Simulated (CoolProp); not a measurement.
Vapour-liquid equilibrium of carbon dioxide (1) + isopentane (2) at -6.25 °C; x and y are mole fractions of (1).

Computed with CoolProp (multi-fluid Helmholtz-energy mixture model, Span 1996 and Lemmon 2006; pair parameters Kunz 2012).

```json
[
 {"x": "0.05", "bubble pressure, mixture model (MPa)": "0.2392", "bubble pressure, Raoult's law (MPa)": "0.1720", "y, mixture model": "0.888", "y, Raoult's law": "0.855"},
 {"x": "0.125", "bubble pressure, mixture model (MPa)": "0.5546", "bubble pressure, Raoult's law (MPa)": "0.3907", "y, mixture model": "0.951", "y, Raoult's law": "0.941"},
 {"x": "0.2", "bubble pressure, mixture model (MPa)": "0.8477", "bubble pressure, Raoult's law (MPa)": "0.6095", "y, mixture model": "0.967", "y, Raoult's law": "0.966"},
 {"x": "0.275", "bubble pressure, mixture model (MPa)": "1.106", "bubble pressure, Raoult's law (MPa)": "0.8282", "y, mixture model": "0.974", "y, Raoult's law": "0.977"},
 {"x": "0.35", "bubble pressure, mixture model (MPa)": "1.327", "bubble pressure, Raoult's law (MPa)": "1.047", "y, mixture model": "0.978", "y, Raoult's law": "0.984"},
 {"x": "0.425", "bubble pressure, mixture model (MPa)": "1.513", "bubble pressure, Raoult's law (MPa)": "1.266", "y, mixture model": "0.981", "y, Raoult's law": "0.988"},
 {"x": "0.5", "bubble pressure, mixture model (MPa)": "1.673", "bubble pressure, Raoult's law (MPa)": "1.484", "y, mixture model": "0.983", "y, Raoult's law": "0.991"},
 {"x": "0.575", "bubble pressure, mixture model (MPa)": "1.818", "bubble pressure, Raoult's law (MPa)": "1.703", "y, mixture model": "0.985", "y, Raoult's law": "0.993"},
 {"x": "0.65", "bubble pressure, mixture model (MPa)": "1.960", "bubble pressure, Raoult's law (MPa)": "1.922", "y, mixture model": "0.986", "y, Raoult's law": "0.995"},
 {"x": "0.725", "bubble pressure, mixture model (MPa)": "2.113", "bubble pressure, Raoult's law (MPa)": "2.141", "y, mixture model": "0.988", "y, Raoult's law": "0.997"},
 {"x": "0.8", "bubble pressure, mixture model (MPa)": "2.288", "bubble pressure, Raoult's law (MPa)": "2.359", "y, mixture model": "0.991", "y, Raoult's law": "0.998"},
 {"x": "0.875", "bubble pressure, mixture model (MPa)": "2.496", "bubble pressure, Raoult's law (MPa)": "2.578", "y, mixture model": "0.993", "y, Raoult's law": "0.999"},
 {"x": "0.95", "bubble pressure, mixture model (MPa)": "2.748", "bubble pressure, Raoult's law (MPa)": "2.797", "y, mixture model": "0.997", "y, Raoult's law": "1.000"}
]
```

The largest gap from Raoult's law is +42.0 % in bubble pressure, at x = 0.125. No azeotrope shows between x = 0.05 and 0.95.

Pair parameters are fitted to limited data, so mixtures are less certain than the pure fluids. The gap from Raoult's law changes sign with composition, which may be real or a fault of the pair parameters; it wasn't checked against measurements.
